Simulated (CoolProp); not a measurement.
Saturated liquid density (kg/m³) of octamethyltrisiloxane (MDM): the reference equation beside estimates from Tc = 565.4 K, pc = 14.38 bar, ω = 0.528. Rackett uses Z = 0.29056 − 0.08775 ω.

Values from CoolProp's reference Helmholtz-energy equation of state, Thol 2017.

```
T (K)  reference  Rackett  Redlich-Kwong  Peng-Robinson
-----  ---------  -------  -------------  -------------
378.1      731.2    828.0          617.9          752.4
386.9      721.3    816.5          608.4          743.2
395.8      711.1    804.5          598.5              ?
404.6      700.8    792.5          588.4              ?
413.5      690.1    780.0          577.8          712.2
422.4      679.2    767.2          566.9          700.7
431.2          ?    754.2          555.6          688.6
440.1      656.5    740.6          543.8          675.7
448.9          ?    726.7          531.6          662.1
```

Task: Some entries are withheld; supply them.

Result: 
- 395.8, Peng-Robinson: 733.4
- 404.6, Peng-Robinson: 723.1
- 431.2, reference: 668.1
- 448.9, reference: 644.7

Absolute difference from the reference over all 9 rows, mean and median: Rackett 13.0 and 13.0 %, Redlich-Kwong 16.4 and 16.3 %, Peng-Robinson 3.0 and 3.1 %.
